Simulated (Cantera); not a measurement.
A closed system holds: 1 mol Si, 0.87 mol Br₂, 93 mol N₂, at 1400 K and 7.50 Torr.

Equilibrium computed with Cantera from the NASA thermochemical tables; the gas is ideal and each condensed phase is pure. Candidate condensed phases: Br₂, Si, Si₃N₄; 13 gas species. N₂ is the only nitrogen source here; it is nearly inert below about 1500 K, so the nitride shown seldom forms there in practice. The tables' values for SiBr₃ are old estimates; treat these amounts as uncertain. The numbers say what is thermodynamically allowed, not how fast it happens.

Base state: N₂ 0.989, SiBr₂ 0.00553, Br 0.00442, SiBr₄ 0.000526, SiBr₃ 0.000326 (mole fractions); condensed: Si₃N₄(s).

Question: What changes in the equilibrium state with this change: temperature from 1400 K to 1600 K?

Answer: 
```
species          before    after
-------------  --------  -------
N₂                0.989    0.988
SiBr₂           0.00553  0.00624
Br              0.00442  0.00594
SiBr₄          0.000526  2.11e-6
SiBr            2.84e-7  1.80e-5
SiBr₃          0.000326  3.10e-5
Si₃N₄(s), mol     0.134    0.136
```
The tables' values for SiBr₃, SiBr are old estimates; treat these amounts as uncertain.
